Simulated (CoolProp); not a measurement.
Vapour-liquid equilibrium of R22 (1) + acetone (2) at 1.69 bar; x and y are mole fractions of (1).

Model: multi-fluid Helmholtz-energy mixture model, Kamei 1995 and Lemmon 2006; pair parameters Bell 2016, in CoolProp.

### Question
Give the bubble temperature and the first vapour's composition at x = 0.35, 0.45, 0.65. Is there an azeotrope?

### Answer
x = 0.35: 286.8 K, y = 0.917; x = 0.45: 278.6 K, y = 0.953; x = 0.65: 262.7 K, y = 0.990. No azeotrope shows between x = 0.05 and 0.95.

Pair parameters are fitted to limited data, so mixtures are less certain than the pure fluids. With so large a gap from Raoult's law the liquid may split in two, which this calculation doesn't test in full.
